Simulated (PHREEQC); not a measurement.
Dissolve 0.42 mol KCl and 0.18 mol SrCl2 per kg of water at 20 °C. Closed to the air; pH follows from the charge balance.

Equilibrium calculation in PHREEQC: Pitzer model, pitzer.dat.

Problem. The ionic strength comes out as 0.960 mol/kgw. What activity coefficients do Sr+2, Cl-, K+ get?

Solution. Sr+2 0.23, Cl- 0.61, K+ 0.64. Single-ion values are on the MacInnes scale.

This is a speciation only: nothing precipitates in the calculation.
